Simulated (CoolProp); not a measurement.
Saturated liquid density (kg/m³) of carbonyl sulfide: the reference equation beside estimates from Tc = 378.8 K, pc = 6369 kPa, ω = 0.098. Rackett uses Z = 0.29056 − 0.08775 ω.

The numbers come from the reference Helmholtz-energy equation of state, Lemmon 2006 in CoolProp. It is a short technical equation, of lower accuracy than the large ones.

```
T (K)  reference  Rackett  van der Waals  Redlich-Kwong  Soave-Redlich-Kwong  Peng-Robinson
-----  ---------  -------  -------------  -------------  -------------------  -------------
203         1216     1191          780.1           1155                 1156           1303
205.8       1210     1185          776.7           1150                 1150           1297
208.7       1204     1179          773.0           1144                 1145           1291
211.5       1199     1174          769.5           1138                 1139           1285
214.4       1192     1168          765.8           1131                 1133           1278
217.2       1187     1162          762.2           1125                 1128           1272
220.1       1180     1156          758.4           1119                 1122           1266
223         1174     1150          754.6           1112                 1115           1259
225.8       1168     1145          750.9           1106                 1109           1253
228.7       1162     1138          746.9           1099                 1103           1246
231.5       1156     1133          743.1           1092                 1097           1239
234.4       1149     1126          739.1           1086                 1090           1232
237.2       1143     1120          735.2           1079                 1084           1225
240.1       1137     1114          731.1           1072                 1077           1218
```

Absolute difference from the reference over all 14 rows, mean and median: Rackett 2.0 and 2.0 %, van der Waals 35.7 and 35.7 %, Redlich-Kwong 5.3 and 5.3 %, Soave-Redlich-Kwong 5.0 and 5.0 %, Peng-Robinson 7.2 and 7.2 %.
